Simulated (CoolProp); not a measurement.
C3F8 (R218) along the isobar 3.36 MPa: Z from the reference equation and from simpler models built on Tc = 345.0 K, pc = 2.640 MPa, ω = 0.317; each cubic takes its own stable root.

Computed with CoolProp (reference Helmholtz-energy equation of state, Lemmon 2006). It is a short technical equation, of lower accuracy than the large ones.

```
T (K)          phase  reference  van der Waals  Redlich-Kwong  Soave-Redlich-Kwong
-----  -------------  ---------  -------------  -------------  -------------------
323.5         liquid     0.1946         0.2927         0.2258               0.2173
329.4         liquid     0.1987         0.2965         0.2323               0.2247
335.3         liquid     0.2046         0.3017         0.2410               0.2350
341.2         liquid     0.2135         0.3091         0.2531               0.2499
347.1  supercritical     0.2291         0.3195         0.2710               0.2737
353    supercritical     0.2665         0.3351         0.3007               0.3193
358.9  supercritical     0.3753         0.3604         0.3586               0.4139
364.8  supercritical     0.4745         0.4057         0.4434               0.5035
370.7  supercritical     0.5396         0.4711         0.5095               0.5646
376.6  supercritical     0.5881         0.5275         0.5577               0.6106
382.5  supercritical     0.6269         0.5701         0.5957               0.6478
```
